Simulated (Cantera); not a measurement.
Cantera run, input and output.

```python
import numpy as np
import cantera as ct

gas = ct.Solution("gri30.yaml")
gas.TPX = 1075, 101325, {'C2H6': 1, 'N2': 4.3}
reactor = ct.IdealGasConstPressureReactor(gas, energy="off", clone=False)
net = ct.ReactorNet([reactor])
net.rtol, net.atol = 1e-08, 1e-18
show = ['C2H6', 'C2H4', 'H2', 'HCN', 'C2H2', 'H', 'CH2']
times = np.geomspace(0.0001, 20, 15)

steps = ct.SolutionArray(gas, extra=["t"])
rows = []
print(f"{'t/s':>10s}{'T/K':>9s}{'P/Pa':>11s}" + "".join(f"{s:>11s}" for s in show))
for t in times:
    while net.time < t:
        t_next = net.step()
        steps.append(gas.state, t=t_next)
    rows.append([np.interp(t, steps.t, y) for y in (steps.T, steps.P, *steps(*show).X.T)])
    print(f"{t:10.3e}{rows[-1][0]:9.1f}{rows[-1][1]:11.4g}" + "".join(f"{x:11.3e}" for x in rows[-1][2:]))
rate = np.gradient(steps.T, steps.t)
print("integrator steps:", len(steps.t))
if steps.T.max() > steps.T[0] + 200:
    print(f"time of steepest temperature rise: {steps.t[rate.argmax()]:.4e} s")
gas.TPX = 1075, 101325, {'C2H6': 1, 'N2': 4.3}
gas.equilibrate("TP")
print(f"equilibrium (TP): T = {gas.T:.1f} K  " + "  ".join(f"{s} {gas[s].X[0]:.3e}" for s in show))
```

It prints:

```
       t/s      T/K       P/Pa       C2H6       C2H4         H2        HCN       C2H2          H        CH2
 1.000e-04   1075.0  1.013e+05  1.887e-01  3.737e-07  3.717e-07  2.236e-20  4.254e-14  2.360e-09  1.137e-14
 2.391e-04   1075.0  1.013e+05  1.887e-01  3.350e-06  3.340e-06  1.002e-18  3.142e-12  7.998e-09  2.342e-14
 5.719e-04   1075.0  1.013e+05  1.886e-01  2.417e-05  2.409e-05  2.645e-17  1.605e-10  2.187e-08  4.668e-14
 1.368e-03   1075.0  1.013e+05  1.885e-01  1.491e-04  1.483e-04  2.450e-16  6.242e-09  5.239e-08  1.254e-13
 3.270e-03   1075.0  1.013e+05  1.877e-01  7.953e-04  7.866e-04  1.363e-15  1.821e-07  1.039e-07  4.470e-13
 7.820e-03   1075.0  1.013e+05  1.848e-01  3.175e-03  3.126e-03  4.693e-15  2.795e-06  1.356e-07  8.161e-13
 1.870e-02   1075.0  1.013e+05  1.774e-01  9.183e-03  9.040e-03  8.009e-15  2.002e-05  1.406e-07  8.117e-13
 4.472e-02   1075.0  1.013e+05  1.610e-01  2.256e-02  2.226e-02  1.082e-14  9.351e-05  1.471e-07  7.402e-13
 1.069e-01   1075.0  1.013e+05  1.282e-01  4.921e-02  4.869e-02  1.350e-14  3.356e-04  1.582e-07  6.009e-13
 2.557e-01   1075.0  1.013e+05  7.781e-02  8.965e-02  8.901e-02  1.628e-14  9.810e-04  1.665e-07  3.877e-13
 6.116e-01   1075.0  1.013e+05  3.365e-02  1.237e-01  1.237e-01  2.012e-14  2.313e-03  1.477e-07  1.877e-13
 1.462e+00   1075.0  1.013e+05  1.692e-02  1.336e-01  1.353e-01  2.638e-14  4.327e-03  1.167e-07  1.088e-13
 3.497e+00   1075.0  1.013e+05  1.409e-02  1.302e-01  1.333e-01  3.809e-14  6.759e-03  1.024e-07  1.102e-13
 8.363e+00   1075.0  1.013e+05  1.253e-02  1.241e-01  1.248e-01  6.060e-14  8.670e-03  8.645e-08  1.265e-13
 2.000e+01   1075.0  1.013e+05  1.035e-02  1.167e-01  1.099e-01  9.932e-14  9.700e-03  6.564e-08  1.368e-13
integrator steps: 1290
equilibrium (TP): T = 1075.0 K  C2H6 5.930e-04  C2H4 3.871e-02  H2 1.875e-02  HCN 3.405e-02  C2H2 1.912e-02  H 2.009e-09  CH2 1.416e-14
```

Cantera simulation using GRI-Mech 3.0 (53 species, 325 reactions); the numbers are that mechanism's predictions, not measurements. GRI-Mech 3.0 stops at C3 and has no aromatics, soot or wall deposition, so with more carbon than oxygen in the feed, carbon stays in small species such as C2H2 where larger ones or solid carbon would form.
